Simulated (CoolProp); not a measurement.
Values from CoolProp's reference Helmholtz-energy equation of state, Setzmann 1991.

Q: For methane, give the phase and the cp (kJ/(kg K)), speed of sound (m/s), viscosity (µPa s), conductivity (mW/(m K)) at 145.95 °C and 14 kPa.

A: 
- 145.95 °C and 14 kPa: gas; cp 2.60, speed of sound 521, viscosity 14.8, conductivity 53.3

Viscosity comes from a separate model (Quiñones-Cisneros 2006). Thermal conductivity comes from a separate model (Friend 1989).
